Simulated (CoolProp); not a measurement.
Vapour pressure (MPa) of R245ca: the reference equation beside estimates from Tc = 447.6 K, pc = 3.941 MPa, ω = 0.355. Clausius-Clapeyron is anchored at 204.1 K with a constant enthalpy of vaporisation of 34.66 kJ/mol.

Model: reference Helmholtz-energy equation of state, Zhou 2016, in CoolProp.

```csv
T (K),reference,Lee-Kesler,Clausius-Clapeyron,van der Waals,Redlich-Kwong,Peng-Robinson
204.1,0.0002776,0.0003052,0.0002776,0.05712,0.002255,0.0003631
228.1,0.002246,0.002297,0.002380,0.1245,0.01155,0.002566
252.2,0.01121,0.01117,0.01365,0.2359,0.04042,0.01189
276.2,0.03943,0.03914,0.05739,0.4019,0.1078,0.04027
300.3,0.1089,0.1086,0.1927,0.6341,0.2385,0.1092
324.3,0.2502,0.2508,0.5382,0.9399,0.4580,0.2493
348.4,0.5040,0.5068,1.310,1.330,0.7953,0.5024
372.4,0.9148,0.9202,2.831,1.807,1.273,0.9155
```

Absolute difference from the reference over all 8 rows, mean and median: Lee-Kesler 1.9 and 0.6 %, Clausius-Clapeyron 79.3 and 61.3 %, van der Waals 3732.8 and 700.8 %, Redlich-Kwong 232.4 and 146.2 %, Peng-Robinson 6.8 and 1.2 %.
